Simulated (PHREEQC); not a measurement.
Consider water at 5 °C with 0.013 mol/kgw Pb(NO3)2, 3.6e-05 mol/kgw NiCl2 and 0.0016 mol/kgw NaF. Closed to the air; pH follows from the charge balance.

Equilibrium calculation in PHREEQC: ion-association model, wateq4f.dat.

Task: The ionic strength comes out as 0.0365 mol/kgw. What activity coefficients do NO3-, Na+, Ni+2, PbCl+, PbOH+ get?

Result: NO3- 0.83, Na+ 0.85, Ni+2 0.51, PbCl+ 0.84, PbOH+ 0.84.

This is a speciation only: nothing precipitates in the calculation. Examples of supersaturated solids here: Matlockite. Others may be too. Complexes and solids missing from the database can't appear. Away from 25 °C the constants follow the database's enthalpies or fits; those with neither stay at their 25 °C values.
